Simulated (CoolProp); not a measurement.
A single-stage vapour-compression cycle with R1336mzz(Z): evaporating at 265.15 K (dew point), condensing at 304.15 K (bubble point), superheat 0 K, subcooling 5 K, compressor efficiency 0.9, no pressure losses. Each further row changes one setting.

Computed with CoolProp (reference Helmholtz-energy equation of state, McLinden 2020).

| case | cooling COP | pressure ratio | discharge temperature (K) | refrigerating effect (kJ/kg) | volumetric capacity (kJ/m³) |
|---|---|---|---|---|---|
| as stated | 5.40 | 5.59 | 304.1 | 142 | 178 |
| evaporating temperature 270.15 K | 6.46 | 4.33 | 304.1 | 146 | 232 |
| condensing temperature 299.15 K | 6.36 | 4.62 | 299.1 | 149 | 186 |
| subcooling 10 K | 5.63 | 5.59 | 304.1 | 149 | 186 |
| superheat 10 K | 5.47 | 5.59 | 310.8 | 150 | 181 |
| compressor efficiency 0.8 | 4.80 | 5.59 | 304.4 | 142 | 178 |

The compression ends wet for: as stated; evaporating temperature 270.15 K; condensing temperature 299.15 K; subcooling 10 K.
